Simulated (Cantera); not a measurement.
Charge: 1 mol SiC, 0.2 mol N₂, held at 1300 Pa.

Method: chemical equilibrium by Gibbs-energy minimisation in Cantera with the NASA 1993 tables (ideal gas, pure condensed phases). Candidate condensed phases: C, Si, SiC, Si₃N₄; 20 gas species. The numbers say what is thermodynamically allowed, not how fast it happens. All values below are at 1823 K.

Base state: N₂ 1.000 (mole fractions); condensed: SiC(s).

### Question
What changes in the equilibrium state with this change: SiC replaced by Al₂O₃?

### Answer
| species | before | after |
|---|---|---|
| N₂ | 1.000 | 1.00 |
| SiC(s), mol | 1.000 | 0 |
| Al₂O₃(s), mol | 0 | 1.00 |
Further candidate phases: Al, AlN, Al₂O₃.

### Question
What changes in the equilibrium state with this change: 0.00085 mol O₂ added?

### Answer
| species | before | after |
|---|---|---|
| N₂ | 1.000 | 0.991 |
| CO | 0 | 0.00428 |
| SiO | 0 | 0.00415 |
| Si | 9.09e-6 | 0.000116 |
| SiC(s), mol | 1.000 | 0.999 |
Further candidate phases: SiO₂, Si₂N₂O.
